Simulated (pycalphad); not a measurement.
## Effect of Hf content in Ti-Hf-B

CALPHAD calculation (pycalphad, COST 507 light-alloy database (1999)), 1 atm. The data set is of 1999 and partly superseded. Amounts are mole fractions of atoms. Kinetics are ignored, which matters at the lower temperatures.

```csv
alloy,liquidus (K),first solid,solidus (K),phases at 500 K
Ti-0.7707Hf-2.724B (wt.%),1893,BM,1814,"hcp 0.78, BM 0.22"
Ti-1.493Hf-2.71B (wt.%),1893,BM,1814,"hcp 0.78, BM 0.22"
Ti-2.247Hf-2.695B (wt.%),1893,BM,1814,"hcp 0.78, BM 0.22"
Ti-2.992Hf-2.68B (wt.%),1892,BM,1814,"hcp 0.78, BM 0.22"
Ti-5.856Hf-2.622B (wt.%),1891,BM,1814,"hcp 0.78, BM 0.22"
Ti-8.6Hf-2.567B (wt.%),1890,BM,1814,"hcp 0.78, BM 0.22"
```

Database names, with the compositions (at.%) that they take in these runs: BM: Ti 50 B 50.
